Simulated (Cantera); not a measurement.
Reactions in the system Cl-H-O-Ti

Standard-state values (1 bar) from the NASA 1993 polynomials, evaluated with Cantera. Values are per mole of reaction as written; species without (g) are pure solids or liquids, kept so even where they would boil at 1 bar.

3 H(g) + TiO2 + TiCl3(g) ⇌ 3 HCl(g) + 2 TiO(g)

```json
[
 {"T (K)": "1350", "ΔH° (kJ)": "607.9", "ΔS° (J/K)": "239.8", "ΔG° (kJ)": "284.3", "log10 K": "-11.00", "condensed phases": "TiO2(rutile)"},
 {"T (K)": "1450", "ΔH° (kJ)": "603.2", "ΔS° (J/K)": "236.4", "ΔG° (kJ)": "260.5", "log10 K": "-9.38", "condensed phases": "TiO2(rutile)"},
 {"T (K)": "1550", "ΔH° (kJ)": "598.5", "ΔS° (J/K)": "233.3", "ΔG° (kJ)": "237.0", "log10 K": "-7.99", "condensed phases": "TiO2(rutile)"},
 {"T (K)": "1650", "ΔH° (kJ)": "594.0", "ΔS° (J/K)": "230.4", "ΔG° (kJ)": "213.8", "log10 K": "-6.77", "condensed phases": "TiO2(rutile)"},
 {"T (K)": "1750", "ΔH° (kJ)": "589.5", "ΔS° (J/K)": "227.8", "ΔG° (kJ)": "190.9", "log10 K": "-5.70", "condensed phases": "TiO2(rutile)"},
 {"T (K)": "1850", "ΔH° (kJ)": "585.1", "ΔS° (J/K)": "225.3", "ΔG° (kJ)": "168.2", "log10 K": "-4.75", "condensed phases": "TiO2(rutile)"},
 {"T (K)": "1950", "ΔH° (kJ)": "580.7", "ΔS° (J/K)": "223.0", "ΔG° (kJ)": "145.8", "log10 K": "-3.91", "condensed phases": "TiO2(rutile)"},
 {"T (K)": "2050", "ΔH° (kJ)": "576.5", "ΔS° (J/K)": "220.9", "ΔG° (kJ)": "123.6", "log10 K": "-3.15", "condensed phases": "TiO2(rutile)"},
 {"T (K)": "2150", "ΔH° (kJ)": "504.9", "ΔS° (J/K)": "187.3", "ΔG° (kJ)": "102.3", "log10 K": "-2.48", "condensed phases": "TiO2(l)"},
 {"T (K)": "2250", "ΔH° (kJ)": "498.7", "ΔS° (J/K)": "184.4", "ΔG° (kJ)": "83.7", "log10 K": "-1.94", "condensed phases": "TiO2(l)"},
 {"T (K)": "2350", "ΔH° (kJ)": "492.5", "ΔS° (J/K)": "181.8", "ΔG° (kJ)": "65.4", "log10 K": "-1.45", "condensed phases": "TiO2(l)"}
]
```
